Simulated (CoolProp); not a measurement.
Vapour-liquid equilibrium of R125 (1) + ethanol (2) at 305.3 K; x and y are mole fractions of (1).

Model: multi-fluid Helmholtz-energy mixture model, Lemmon 2005 and Schroeder 2014; pair parameters Bell 2016, in CoolProp.

Give the bubble pressure and the first vapour's composition at x = 0.05, 0.35, 0.65. Is there an azeotrope?

x = 0.05: 0.2168 MPa, y = 0.944; x = 0.35: 0.9472 MPa, y = 0.986; x = 0.65: 1.228 MPa, y = 0.990. No azeotrope shows between x = 0.05 and 0.95.

The pair parameters rest on a limited set of measurements; away from them the model extrapolates. The gap from Raoult's law changes sign with composition, which may be real or a fault of the pair parameters; it wasn't checked against measurements. With so large a gap from Raoult's law the liquid may split in two, which this calculation doesn't test in full.
